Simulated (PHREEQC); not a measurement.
2.1 g of hydrous ferric oxide (600 m²/g; 0.2 weak and 0.005 strong sites per Fe, Dzombak-Morel constants, diffuse double layer) in 1 kg of water with 0.005 mol/kgw of an inert sodium salt and 0.0039 mol H3BO3 and 0.0066 mol Na2SeO3, at 25 °C; the pH is set by adding NaOH or the inert anion's acid. No oxygen is let in. The system is closed to CO2. Precipitation was switched off in this run.

The series has 13 steps of pH, from 3 to 9.

The numbers come from PHREEQC with the ion-association model, wateq4f.dat.

Task: At which pH does the surface charge pass through zero?

Result: Near pH 5.5.

Complexes and solids missing from the database can't appear. The database's selenite sorption wasn't checked against measurements; a fall in acid may be a fault of its surface constants. The oxide is taken as insoluble; below pH 4 it would dissolve.
